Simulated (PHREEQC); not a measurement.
0.85 g of hydrous ferric oxide (600 m²/g; 0.2 weak and 0.005 strong sites per Fe, Dzombak-Morel constants, diffuse double layer) in 1 kg of water with 0.05 mol/kgw of an inert sodium salt, at 25 °C; the pH is set by adding NaOH or the inert anion's acid. Oxygen alone is held at its pressure in air (log pO2 = -0.68). No CO2 enters from the air. No solid was allowed to form.

Equilibrium calculation in PHREEQC: ion-association model, wateq4f.dat.

```tsv
pH	surface charge σ (C/m²)	surface potential ψ (mV)
3	0.357	169
3.5	0.335	166
4	0.294	160
4.5	0.239	149
5	0.181	135
5.5	0.130	118
6	0.089	99
6.5	0.058	78
7	0.034	56
7.5	0.017	31
8	0.003	6
8.5	-0.010	-20
9	-0.026	-45
```

The oxide is taken as insoluble; below pH 4 it would dissolve.
